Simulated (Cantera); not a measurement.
Input: 1 mol SiO₂, 1 mol C, 0.9 mol H₂, at 0.0133 bar.

Equilibrium computed with Cantera from the NASA thermochemical tables; the gas is ideal and each condensed phase is pure. Candidate condensed phases: C, C₆H₆, C₇H₈, C₈H₁₈, H₂O, Si, SiC, SiO₂; 123 gas species. Mutual solubility and eutectic melting of coexisting phases are not modelled. The tables hold silica as quartz up to 1696 K and as liquid above; real silica turns to tridymite and cristobalite and melts near 1996 K. Rates play no part.

x: gas mole fraction; n: condensed amount in mol.

```json
[
 {"T (K)": "1425", "x H₂": "0.574", "x CO": "0.425", "x SiO": "0.000701", "x H": "4.48e-5", "x Si": "[?]", "n SiC(s)": "0.333", "n SiO₂(β-quartz)": "0.666"},
 {"T (K)": "1525", "x H₂": "0.567", "x CO": "0.423", "x SiO": "0.00985", "x H": "0.000154", "x Si": "[?]", "n SiC(s)": "0.328", "n SiO₂(β-quartz)": "0.656"},
 {"T (K)": "1625", "x H₂": "0.497", "x CO": "0.402", "x SiO": "0.101", "x H": "0.000431", "x Si": "[?]", "n SiC(s)": "0.273", "n SiO₂(β-quartz)": "0.545"},
 {"T (K)": "1725", "x H₂": "0.310", "x CO": "0.345", "x SiO": "0.345", "x H": "0.000895", "x Si": "[?]", "n SiC(s)": "0", "n SiO₂(β-quartz)": "0"},
 {"T (K)": "1825", "x H₂": "0.309", "x CO": "0.344", "x SiO": "0.344", "x H": "0.00212", "x Si": "[?]", "n SiC(s)": "0", "n SiO₂(β-quartz)": "0"},
 {"T (K)": "1925", "x H₂": "0.307", "x CO": "0.344", "x SiO": "0.344", "x H": "0.00459", "x Si": "[?]", "n SiC(s)": "0", "n SiO₂(β-quartz)": "0"},
 {"T (K)": "2025", "x H₂": "0.304", "x CO": "0.343", "x SiO": "0.343", "x H": "0.00919", "x Si": "[?]", "n SiC(s)": "0", "n SiO₂(β-quartz)": "0"},
 {"T (K)": "2125", "x H₂": "0.299", "x CO": "0.342", "x SiO": "0.342", "x H": "0.0172", "x Si": "[?]", "n SiC(s)": "0", "n SiO₂(β-quartz)": "0"},
 {"T (K)": "2225", "x H₂": "0.290", "x CO": "0.340", "x SiO": "0.339", "x H": "0.0302", "x Si": "[?]", "n SiC(s)": "0", "n SiO₂(β-quartz)": "0"},
 {"T (K)": "2325", "x H₂": "0.277", "x CO": "0.336", "x SiO": "0.336", "x H": "0.0502", "x Si": "[?]", "n SiC(s)": "0", "n SiO₂(β-quartz)": "0"}
]
```

### Question
Complete the blanks.

### Answer

- 1425, x Si: 7.00e-10
- 1525, x Si: 3.72e-8
- 1625, x Si: 1.24e-6
- 1725, x Si: 1.39e-5
- 1825, x Si: 2.54e-5
- 1925, x Si: 4.29e-5
- 2025, x Si: 6.84e-5
- 2125, x Si: 0.000104
- 2225, x Si: 0.000151
- 2325, x Si: 0.000211
